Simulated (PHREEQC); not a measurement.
Make-up at 25 °C: 0.015 mol K2CO3 and 0.0053 mol CO2 per kg of water. Closed to the air; pH follows from the charge balance.

All values are PHREEQC results (ion-association model, phreeqc.dat), not measurements.

Precipitation was switched off in this run.

Q: Estimate the pH, ionic strength, specific conductance.

A: pH 10.05; ionic strength 0.0396 mol/kgw; specific conductance 3460 µS/cm.

Q: In which forms is C present?

A: HCO3- 53 %, CO3-2 47 % of the C.

Species that the database lacks are ignored.
